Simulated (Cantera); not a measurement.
Charge: 1 mol Ta2O5, 4.9 mol CH4, 0.52 mol H2, 7.2 mol C, at 0.00840 bar.

Method: chemical equilibrium by Gibbs-energy minimisation in Cantera with the NASA 1993 tables (ideal gas, pure condensed phases). Candidate condensed phases: C, C6H6, C7H8, C8H18, H2O, Ta, TaC, Ta2O5; 113 gas species. Mutual solubility and eutectic melting of coexisting phases are not modelled. TaC: taken at fixed stoichiometry. Condensed phases not in the tables: Ta2C. The numbers say what is thermodynamically allowed, not how fast it happens. All values below are at 750 °C.

Base state: H2 0.902, CO 0.0973, CH4 0.000513, H2O 0.000202, CO2 2.84e-5 (mole fractions); condensed: C(graphite) + TaC(s) + Ta2O5(s).

Q: What changes in the equilibrium state with this change: pressure from 0.00840 bar to 0.0330 bar?

A: 
| species | before | after |
|---|---|---|
| H2 | 0.902 | 0.973 |
| CO | 0.0973 | 0.0248 |
| CH4 | 0.000513 | 0.00234 |
| CO2 | 2.84e-5 | 7.23e-6 |
| H2O | 0.000202 | 0.000217 |
| C(graphite), mol | 10.5 | 11.7 |
| TaC(s), mol | 0.446 | 0.106 |
| Ta2O5(s), mol | 0.777 | 0.947 |
